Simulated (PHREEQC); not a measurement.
Synthetic water in mg/kgw, 25 °C, pH 3.94, pe 8.7: Na 291; K 101; Ca 116; Mg 28.3; Cl 159; S(6) as SO4 938; Ni 2.82; Mn(2) 32.4.

Na is adjusted to close the charge balance.
Valence states are taken as typed.

Model: ion-association model, wateq4f.dat, run in PHREEQC.

```json
[
 {"quantity": "ionic strength (mol/kgw)", "before": "0.0319", "after": "0.0326"},
 {"quantity": "SO4-2 (mol/kgw)", "before": "0.00795", "after": "0.00680"},
 {"quantity": "Ca+2 (mol/kgw)", "before": "0.00202", "after": "0.00635"},
 {"quantity": "Mg+2 (mol/kgw)", "before": "0.000767", "after": "0.000809"},
 {"quantity": "Mn+2 (mol/kgw)", "before": "0.000420", "after": "0.000439"},
 {"quantity": "HSO4- (mol/kgw)", "before": "5.46e-5", "after": "4.65e-5"},
 {"quantity": "SI of Gypsum (CaSO4:2H2O)", "before": "-0.77", "after": "-0.35"},
 {"quantity": "SI of Epsomite (MgSO4:7H2O)", "before": "-3.63", "after": "-3.68"}
]
```

Task: Name the change that produced these shifts.
A) all concentrations times 4 at the same typed pH
B) Ca from 116 to 348 mg/kgw
C) temperature from 25 to 45 °C at the same typed pH

Result: B, Ca from 116 to 348 mg/kgw

Precipitation was switched off in this run.
